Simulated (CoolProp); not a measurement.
Vapour-liquid equilibrium of propylene (1) + R115 (2) at -66.25 °C; x and y are mole fractions of (1).

The numbers come from the multi-fluid Helmholtz-energy mixture model, Lemmon 2013 and Lemmon 2016; pair parameters Bell 2016 in CoolProp.

```csv
x,"bubble pressure, mixture model (MPa)","bubble pressure, Raoult's law (MPa)","y, mixture model","y, Raoult's law"
0.05,0.02878,0.02585,0.168,0.077
0.125,0.03348,0.02695,0.334,0.185
0.2,0.03720,0.02805,0.442,0.284
0.275,0.04001,0.02915,0.515,0.375
0.35,0.04204,0.03025,0.567,0.460
0.425,0.04346,0.03135,0.606,0.539
0.5,0.04440,0.03245,0.637,0.613
0.575,0.04500,0.03355,0.664,0.682
0.65,0.04535,0.03466,0.689,0.746
0.725,0.04544,0.03576,0.718,0.807
0.8,0.04519,0.03686,0.754,0.864
0.875,0.04433,0.03796,0.808,0.917
0.95,0.04230,0.03906,0.899,0.968
```

The largest gap from Raoult's law is +39.0 % in bubble pressure, at x = 0.35. y crosses x between x = 0.65 and 0.725: the model has an azeotrope there.

The pair parameters rest on a limited set of measurements; away from them the model extrapolates.
